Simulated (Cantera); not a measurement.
What does this Cantera script print?

```python
import numpy as np
import cantera as ct

gas_names = """
    C CO CO2 C2 C2O C3 C3O2 C4 C5 O O2 O3 Ti TiO TiO2
""".split()
cond_names = """
    C(gr) Ti(a) Ti(b) Ti(L) TiC(s) TiC(L) TiO(a) TiO(b) TiO(L) TiO2(ru) TiO2(L) Ti2O3(a) Ti2O3(b)
    Ti2O3(L) Ti3O5(a) Ti3O5(b) Ti3O5(L) Ti4O7(s) Ti4O7(L)
""".split()


def load(file, names, dense=False):
    # The tables refer to 1 bar. Condensed volumes are neglected.
    table = {s.name: s for s in ct.Species.list_from_file(file)}
    out = []
    for n in names:
        d = dict(table[n].input_data)
        d["thermo"] = dict(d["thermo"], **{"reference-pressure": 1e5})
        if dense:
            d["equation-of-state"] = {"model": "constant-volume", "density": "1e6 g/cm^3"}
        out.append(ct.Species.from_dict(d))
    return out


gas = ct.Solution(thermo="ideal-gas", species=load("nasa_gas.yaml", gas_names))
cond = {s.name: ct.Solution(thermo="fixed-stoichiometry", species=[s], name=s.name)
        for s in load("nasa_condensed.yaml", cond_names, dense=True)}
atoms = {
    'TiO2': {'Ti': 1, 'O': 2},
    'CO': {'C': 1, 'O': 1},
    'C': {'C': 1},
}
top_T = {'C(gr)': 4500}  # K; cautious upper limits of use, not melting points


def equilibrate(T, P, feed):
    n = {}
    for name, mol in feed.items():
        for a, k in atoms[name].items():
            n[a] = n.get(a, 0.0) + k * mol
    gas.TPX = T, P, n
    mass = sum(n.values()) * gas.mean_molecular_weight
    gas.equilibrate("TP")
    valid = [c for c in cond.values() if c.min_temp <= T <= top_T.get(c.name, c.max_temp)]
    mix = ct.Mixture([(gas, mass / gas.mean_molecular_weight)] + [(c, 0.0) for c in valid])
    mix.T, mix.P = T, P
    mix.equilibrate("TP", solver="vcs", rtol=1e-11, max_steps=5000)
    return mix


results = []
feed = {'TiO2': 1, 'CO': 4.1, 'C': 0.35}  # mol
T = 1275  # K
P = 1000  # Pa
mix = equilibrate(T, P, feed)
results.append((T, P, feed, dict(zip(mix.species_names, mix.species_moles))))
x = sorted(zip(gas.X, gas.species_names), reverse=True)
print(f"T = {T:g} K  P = {P:g} Pa  gas = {mix.phase_moles(0):.4g} mol")
print("   x: " + "  ".join(f"{s} {v:.3e}" for v, s in x if v > 1e-05))
print("   condensed (mol): " + ("  ".join(f"{mix.phase(i).name} {mix.phase_moles(i):.4g}"
      for i in range(1, mix.n_phases) if mix.phase_moles(i) > 1e-12) or "none"))
```

Result:

```
T = 1275 K  P = 1000 Pa  gas = 4.433 mol
   x: CO 9.999e-01  CO2 7.009e-05
   condensed (mol): C(gr) 0.01698  Ti3O5(b) 0.3333
```

These are equilibrium values from Cantera (NASA tables, ideal gas, pure condensed phases), not measurements of a reactor.
